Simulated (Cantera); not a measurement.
A closed system holds: 1 mol Ta, a varied amount of H₂O, at 1723.15 K and 308 Torr.

Equilibrium computed with Cantera from the NASA thermochemical tables; the gas is ideal and each condensed phase is pure. Candidate condensed phases: H₂O, Ta, Ta₂O₅; 12 gas species. Mutual solubility and eutectic melting of coexisting phases are not modelled. Condensed phases not in the tables: N, O or C dissolved in the metal. The numbers say what is thermodynamically allowed, not how fast it happens.

x: gas mole fraction; n: condensed amount in mol.

```tsv
n(H₂O) (mol)	x H₂	x H₂O	x H	x OH	x TaO₂	x O	n Ta(s)	n Ta₂O₅(s)
0.11	0.999	0.000443	0.000285	6.93e-9	9.23e-9	1.57e-12	0.956	…
0.22	0.999	0.000443	0.000285	6.93e-9	9.23e-9	1.57e-12	0.912	…
0.44	0.999	0.000443	0.000285	6.93e-9	9.23e-9	1.57e-12	0.824	…
0.85	0.999	0.000443	0.000285	6.93e-9	9.23e-9	1.57e-12	0.660	…
1.7	0.999	0.000443	0.000285	6.93e-9	9.23e-9	1.57e-12	0.320	…
3.3	0.757	0.242	0.000248	4.36e-6	3.44e-10	1.13e-9	0	0.500
6.4	0.391	0.609	0.000178	1.52e-5	1.56e-10	5.53e-9	0	0.500
```

### Question
What belongs in the gaps?

### Answer

- 0.11, n Ta₂O₅(s): 0.0220
- 0.22, n Ta₂O₅(s): 0.0440
- 0.44, n Ta₂O₅(s): 0.0880
- 0.85, n Ta₂O₅(s): 0.170
- 1.7, n Ta₂O₅(s): 0.340
